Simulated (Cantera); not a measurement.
Feed: 1 mol Si2Cl6, 0.035 mol HCl, 55 mol N2, held at 577 °C and 6.20 mbar.

These are equilibrium values from Cantera (NASA tables, ideal gas, pure condensed phases), not measurements of a reactor. Candidate condensed phases: NH4Cl, Si, Si3N4; 28 gas species. The feed counts by its element totals alone. N2 is the only nitrogen source here; it is nearly inert below about 1500 K, so the nitride shown seldom forms there in practice. Kinetics and transport are ignored.

Base state: N2 0.973, SiCl4 0.0267, HCl 0.000621 (mole fractions); condensed: Si3N4(s).

Q: What changes in the equilibrium state with this change: HCl from 0.035 to 3.3 mol?

A: 
```json
[
 {"species": "N2", "before": "0.973", "after": "0.921"},
 {"species": "HCl", "before": "0.000621", "after": "0.0465"},
 {"species": "SiCl4", "before": "0.0267", "after": "0.0275"},
 {"species": "H2", "before": "8.04e-7", "after": "0.00452"},
 {"species": "Si3N4(s), mol", "before": "0.167", "after": "0.122"}
]
```
